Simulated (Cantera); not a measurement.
## Boron, boron nitride and boron oxide: BF3 + H2O + O2

Charge: 1 mol BF3, 0.1 mol H2O, 9.7 mol O2, equilibrated at 0.133 bar.

These are equilibrium values from Cantera (NASA tables, ideal gas, pure condensed phases), not measurements of a reactor. Candidate condensed phases: B, B2O3, B3O3H3, H2O; 43 gas species. The tables' values for BF2 are old estimates; treat these amounts as uncertain. Gases not in the tables: H3BO3. Kinetics and transport are ignored.

From 773 K to 2423 K nothing is condensed.

```tsv
T (K)	x O2	x BF3	x F	x BOF	x O	x HF
773	0.897	0.0875	<1e-12	6.80e-8	<1e-12	0.00990
923	0.896	0.0857	1.24e-12	8.06e-6	3.23e-11	0.0134
1073	0.896	0.0846	1.33e-10	0.000240	3.22e-9	0.0156
1223	0.894	0.0837	4.88e-9	0.00270	1.05e-7	0.0169
1373	0.890	0.0828	1.20e-7	0.00838	1.59e-6	0.0179
1523	0.890	0.0826	2.37e-6	0.00908	1.43e-5	0.0183
1673	0.890	0.0825	2.85e-5	0.00912	8.63e-5	0.0183
1823	0.889	0.0824	0.000227	0.00921	0.000390	0.0183
1973	0.887	0.0817	0.00129	0.00971	0.00140	0.0183
2123	0.881	0.0793	0.00527	0.0116	0.00419	0.0182
2273	0.865	0.0732	0.0157	0.0167	0.0108	0.0180
2423	0.834	0.0612	0.0359	0.0265	0.0245	0.0176
```
x: gas mole fraction; nothing condenses.
